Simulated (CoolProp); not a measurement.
Vapour-liquid equilibrium of propylene (1) + R115 (2) at 271.9 K; x and y are mole fractions of (1).

Model: multi-fluid Helmholtz-energy mixture model, Lemmon 2013 and Lemmon 2016; pair parameters Bell 2016, in CoolProp.

| x | bubble pressure, mixture model (kPa) | bubble pressure, Raoult's law (kPa) | y, mixture model | y, Raoult's law |
|---|---|---|---|---|
| 0.05 | 452.6 | 430.7 | 0.102 | 0.065 |
| 0.125 | 491.8 | 441.1 | 0.226 | 0.159 |
| 0.2 | 525.6 | 451.5 | 0.324 | 0.249 |
| 0.275 | 553.6 | 462.0 | 0.404 | 0.335 |
| 0.35 | 576.2 | 472.4 | 0.470 | 0.417 |
| 0.425 | … | 482.8 | … | 0.495 |
| 0.5 | 606.5 | 493.2 | 0.577 | 0.570 |
| 0.575 | 615.2 | 503.6 | 0.623 | 0.642 |
| 0.65 | 620.0 | 514.0 | 0.669 | 0.711 |
| 0.725 | … | 524.4 | … | 0.778 |
| 0.8 | 616.4 | 534.8 | … | 0.842 |
| 0.875 | 605.5 | 545.2 | … | 0.903 |
| 0.95 | 584.6 | 555.7 | 0.922 | 0.962 |

Task: Fill in the missing entries.

Result: 
- 0.425, bubble pressure, mixture model (kPa): 593.6
- 0.425, y, mixture model: 0.527
- 0.725, bubble pressure, mixture model (kPa): 620.7
- 0.725, y, mixture model: 0.716
- 0.8, y, mixture model: 0.770
- 0.875, y, mixture model: 0.835

The largest gap from Raoult's law is +23.0 % in bubble pressure, at x = 0.5. y crosses x between x = 0.65 and 0.725: the model has an azeotrope there.

The pair parameters rest on a limited set of measurements; away from them the model extrapolates.
